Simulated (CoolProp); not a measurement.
A Linde-Hampson liquefier for methane: isothermal reversible compression at 280 K from 1 atm to 20 MPa, throttling to 1 atm, return gas leaving the recuperator 2 K below the feed. Each further row changes one setting.

Values from CoolProp's reference Helmholtz-energy equation of state, Setzmann 1991.

```json
[
 {"case": "as stated", "liquid yield per pass": "[?]", "compression work (kJ/kg of gas)": "714"},
 {"case": "high pressure 40 MPa", "liquid yield per pass": "0.284", "compression work (kJ/kg of gas)": "803"},
 {"case": "warm-end temperature 310 K", "liquid yield per pass": "[?]", "compression work (kJ/kg of gas)": "[?]"},
 {"case": "warm-end gap 7 K", "liquid yield per pass": "0.225", "compression work (kJ/kg of gas)": "714"}
]
```

Question: Complete the blanks.

Answer: 
- as stated, liquid yield per pass: 0.235
- warm-end temperature 310 K, liquid yield per pass: 0.173
- warm-end temperature 310 K, compression work (kJ/kg of gas): 811
